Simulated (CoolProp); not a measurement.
Vapour-liquid equilibrium of R143a (1) + dimethyl ether (2) at 10.1 kPa; x and y are mole fractions of (1).

The numbers come from the multi-fluid Helmholtz-energy mixture model, Lemmon and Jacobsen 2000 and Wu 2011; pair parameters Bell 2016 in CoolProp.

### Question
Give the bubble temperature and the first vapour's composition at x = 0.05, 0.425, 0.8. Is there an azeotrope?

### Answer
x = 0.05: -69.7 °C, y = 0.187; x = 0.425: -79.4 °C, y = 0.747; x = 0.8: -84.3 °C, y = 0.932. No azeotrope shows between x = 0.05 and 0.95.

Pair parameters are fitted to limited data, so mixtures are less certain than the pure fluids.
